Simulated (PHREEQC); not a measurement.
**Alkaline etch or developer: speciation**

Make-up at 70 °C: 0.051 mol/kgw NaOH, 0.00032 mol/kgw Na2SiO3 and 0.081 mol/kgw (CH3)4NCl. Closed to the air; pH follows from the charge balance.

Model: ion-association model, phreeqc.dat, run in PHREEQC.

Each row changes one thing in this solution. No solid was allowed to form.

| case | pH | H3SiO4- (mol/kgw) | H2SiO4-2 (mol/kgw) | H4SiO4 (mol/kgw) | SI of Quartz (SiO2) |
|---|---|---|---|---|---|
| as made | 11.36 | 0.000239 | 7.96e-5 | 1.52e-6 | -2.40 |
| (CH3)4NCl left out | … | 0.000246 | 7.29e-5 | 1.58e-6 | -2.39 |
| (CH3)4NCl from 0.081 to 0.405 mol/kgw | … | 0.000230 | 8.87e-5 | 1.36e-6 | -2.40 |
| NaOH from 0.051 to 0.0102 mol/kgw | … | 0.000292 | 1.91e-5 | 9.10e-6 | -1.62 |
| diluted 2-fold with water | 11.09 | 0.000137 | 2.10e-5 | 1.76e-6 | -2.34 |
| (CH3)4NCl replaced by KCl at the same molality | 11.36 | 0.000239 | 7.96e-5 | 1.52e-6 | -2.40 |

### Question
What belongs in the gaps?

### Answer

- (CH3)4NCl left out, pH: 11.40
- (CH3)4NCl from 0.081 to 0.405 mol/kgw, pH: 11.30
- NaOH from 0.051 to 0.0102 mol/kgw, pH: 10.69

(CH3)4N+ isn't in the database: it is added as a free cation with an ion size of 4 Å. Away from 25 °C the constants follow the database's enthalpies or fits; those with neither stay at their 25 °C values.
